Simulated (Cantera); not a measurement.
A closed system holds: 1 mol CH3F, 0.17 mol CH4, 14 mol H2, at 2925 K and 0.113 Torr.

These are equilibrium values from Cantera (NASA tables, ideal gas, pure condensed phases), not measurements of a reactor. Candidate condensed phases: C, C6H6, C7H8, C8H18; 95 gas species. Rates play no part.

Base state: H 0.933, C 0.0234, HF 0.0190, F 0.0114, H2 0.00840, C3 0.00272, C2 0.00189, CF 0.000161 (mole fractions); condensed: gas only.

Question: What changes in the equilibrium state with this change: pressure from 0.113 Torr to 35.3 Torr?

Answer: 
```tsv
species	before	after
H2	0.00840	0.513
H	0.933	0.412
HF	0.0190	0.0481
C2H2 (acetylene)	8.63e-6	0.0210
F	0.0114	0.000208
C	0.0234	0.000471
C4H2	3.70e-9	0.000359
CH3	<1e-9	1.23e-5
C2H2 (vinylidene)	2.28e-8	5.55e-5
```
